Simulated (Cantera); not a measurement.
Charge: 1 mol SiHCl₃, 1800 mol H₂, at 1450 °C and 1000 Pa.

Equilibrium computed with Cantera from the NASA thermochemical tables; the gas is ideal and each condensed phase is pure. Candidate condensed phases: Si; 19 gas species. Gases not in the tables: Si₂H₆ and higher silanes. Equilibrium is a limit: real reactors are often held back by kinetics, nucleation or transport.

Base state: H₂ 0.996, H 0.00182, HCl 0.00164, Si 9.83e-5, SiH₂ 1.69e-5, SiH 1.41e-5 (mole fractions); condensed: Si(l).

**Question.** What changes in the equilibrium state with this change: temperature from 1450 °C to 1802 °C?

**Answer.** 
| species | before | after |
|---|---|---|
| H₂ | 0.996 | 0.972 |
| H | 0.00182 | 0.0263 |
| HCl | 0.00164 | 0.00161 |
| Si | 9.83e-5 | 0.000508 |
| Cl | 2.32e-6 | 3.21e-5 |
| SiH₂ | 1.69e-5 | 7.76e-6 |
| SiH | 1.41e-5 | 2.87e-5 |
| Si(l), mol | 0.743 | 0 |

**Question.** What changes in the equilibrium state with this change: temperature from 1450 °C to 925 °C?

**Answer.** 
| species | before | after |
|---|---|---|
| H₂ | 0.996 | 0.998 |
| HCl | 0.00164 | 0.00165 |
| H | 0.00182 | 1.90e-6 |
| Si | 9.83e-5 | <1e-9 |
| SiH₂ | 1.69e-5 | 1.14e-8 |
| SiH | 1.41e-5 | <1e-9 |
| Si(l), mol | 0.743 | 0 |
| Si(s), mol | 0 | 0.988 |
